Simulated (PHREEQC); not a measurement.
A column of 0.1 m (40 cells, dispersivity 0.008 m, 3600 s a shift, diffusion coefficient 3e-10 m²/s) holds 0.022 eq of the database's cation exchanger X per kg of pore water, first in equilibrium with 0.049 mol/kgw SrCl2, 0.01 mol/kgw MgCl2 and 1e-05 mol/kgw HCl. It is flushed with 18 mmol/kgw ZnCl2, 0.5 mmol/kgw KCl and 0.01 mmol/kgw HCl, at 15 °C. Values are for the last cell. No CO2 enters from the air. Precipitation was switched off in this run.

The series has 33 steps of pore volumes, from 0 to 4.013.

Equilibrium calculation in PHREEQC: ion-association model, phreeqc.dat.

After how many pore volumes does Zn at the outlet first reach half of its feed value?

By 1.5 pore volumes.

After how many pore volumes does K at the outlet first reach half of its feed value?

By 1.3 pore volumes.
